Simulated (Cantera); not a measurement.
Cantera run:

```python
import numpy as np
import cantera as ct

gas_names = """
    B BH BH2 BH3 BN BO BO2 B2 B2O B2O2 B2O3 B3O3H3 H HBO HBO2 HNO HNO2 HNO3 HO2 H2 H2O H2O2 H3B3O6 N NH
    NH2 NH3 NH2OH NO NO2 NO3 N2 N2H2 N2H4 N2O O OH O2 O3
""".split()
cond_names = """
    B(b) B(L) BN(s) B2O3(L) B3O3H3(cr) H2O(s) H2O(L)
""".split()


# ... load() reads the species with a 1 bar reference pressure and builds the phases ...
atoms = {
    'borazine': {'B': 3, 'N': 3, 'H': 6},
    'O2': {'O': 2},
    'N2': {'N': 2},
}
top_T = {'BN(s)': 3200}  # K; cautious upper limits of use, not melting points


# ... equilibrate(T, P, feed) seeds the gas with the atoms and calls Mixture.equilibrate('TP', solver="vcs", rtol=1e-11, max_steps=5000) ...
results = []
P = 13000  # Pa
for T in [1273, 1373, 1473, 1573, 1673, 1773, 1873, 1973, 2073, 2173, 2273]:
    for m in [0.059, 0.079, 0.11, 0.14, 0.19, 0.25, 0.34]:
        feed = {'borazine': 1, 'O2': m, 'N2': 1.4}  # mol
        mix = equilibrate(T, P, feed)
        results.append((T, P, feed, dict(zip(mix.species_names, mix.species_moles))))

for T, P, feed, n in results:
    print(f"{T:7g} {feed['O2']:10.4g}  " + (" + ".join(c for c in cond_names if n.get(c, 0) > 1e-12) or "gas only"))
```

It prints:

```
   1273      0.059  BN(s) + B2O3(L)
   1273      0.079  BN(s) + B2O3(L)
   1273       0.11  BN(s) + B2O3(L)
   1273       0.14  BN(s) + B2O3(L)
   1273       0.19  BN(s) + B2O3(L)
   1273       0.25  BN(s) + B2O3(L)
   1273       0.34  BN(s) + B2O3(L)
   1373      0.059  BN(s) + B2O3(L)
   1373      0.079  BN(s) + B2O3(L)
   1373       0.11  BN(s) + B2O3(L)
   1373       0.14  BN(s) + B2O3(L)
   1373       0.19  BN(s) + B2O3(L)
   1373       0.25  BN(s) + B2O3(L)
   1373       0.34  BN(s) + B2O3(L)
   1473      0.059  BN(s) + B2O3(L)
   1473      0.079  BN(s) + B2O3(L)
   1473       0.11  BN(s) + B2O3(L)
   1473       0.14  BN(s) + B2O3(L)
   1473       0.19  BN(s) + B2O3(L)
   1473       0.25  BN(s) + B2O3(L)
   1473       0.34  BN(s) + B2O3(L)
   1573      0.059  BN(s) + B2O3(L)
   1573      0.079  BN(s) + B2O3(L)
   1573       0.11  BN(s) + B2O3(L)
   1573       0.14  BN(s) + B2O3(L)
   1573       0.19  BN(s) + B2O3(L)
   1573       0.25  BN(s) + B2O3(L)
   1573       0.34  BN(s) + B2O3(L)
   1673      0.059  BN(s)
   1673      0.079  BN(s)
   1673       0.11  BN(s) + B2O3(L)
   1673       0.14  BN(s) + B2O3(L)
   1673       0.19  BN(s) + B2O3(L)
   1673       0.25  BN(s) + B2O3(L)
   1673       0.34  BN(s) + B2O3(L)
   1773      0.059  BN(s)
   1773      0.079  BN(s)
   1773       0.11  BN(s)
   1773       0.14  BN(s)
   1773       0.19  BN(s)
   1773       0.25  BN(s)
   1773       0.34  BN(s) + B2O3(L)
   1873      0.059  BN(s)
   1873      0.079  BN(s)
   1873       0.11  BN(s)
   1873       0.14  BN(s)
   1873       0.19  BN(s)
   1873       0.25  BN(s)
   1873       0.34  BN(s)
   1973      0.059  BN(s)
   1973      0.079  BN(s)
   1973       0.11  BN(s)
   1973       0.14  BN(s)
   1973       0.19  BN(s)
   1973       0.25  BN(s)
   1973       0.34  BN(s)
   2073      0.059  BN(s)
   2073      0.079  BN(s)
   2073       0.11  BN(s)
   2073       0.14  BN(s)
   2073       0.19  BN(s)
   2073       0.25  BN(s)
   2073       0.34  BN(s)
   2173      0.059  BN(s)
   2173      0.079  BN(s)
   2173       0.11  BN(s)
   2173       0.14  BN(s)
   2173       0.19  BN(s)
   2173       0.25  BN(s)
   2173       0.34  BN(s)
   2273      0.059  BN(s)
   2273      0.079  BN(s)
   2273       0.11  BN(s)
   2273       0.14  BN(s)
   2273       0.19  BN(s)
   2273       0.25  BN(s)
   2273       0.34  BN(s)
```

Method: chemical equilibrium by Gibbs-energy minimisation in Cantera with the NASA 1993 tables (ideal gas, pure condensed phases). The feed counts by its element totals alone. Mutual solubility and eutectic melting of coexisting phases are not modelled.
